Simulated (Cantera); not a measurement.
Gas-phase reforming

A perfectly stirred reactor is fed with 20.0 % CH4, 80.0 % CO2, at 20.0 bar; it is held at 1800 K, and followed from long to short residence time.

Cantera simulation using GRI-Mech 3.0 (53 species, 325 reactions); the numbers are that mechanism's predictions, not measurements. The pressure lies above the range GRI-Mech 3.0 was tuned for (to about 10 atm).

```tsv
τ (s)	x CH4	x CO2	x C2H6	x C2H2	x HCO
4.2	0.000706	0.242	3.17e-8	3.79e-5	1.37e-7
1.7	0.00153	0.244	1.50e-7	0.000177	1.35e-7
0.70	0.00299	0.248	5.83e-7	0.000682	1.33e-7
0.28	0.00544	0.258	2.01e-6	0.00227	1.27e-7
0.12	0.00873	0.274	5.52e-6	0.00580	1.18e-7
0.047	0.0136	0.305	1.51e-5	0.0134	1.02e-7
0.019	0.0200	0.353	3.74e-5	0.0246	8.18e-8
0.0078	0.0293	0.416	8.87e-5	0.0370	6.29e-8
0.0032	0.0452	0.494	0.000203	0.0453	4.81e-8
```
x: mole fraction; the columns are a selection and need not sum to one.
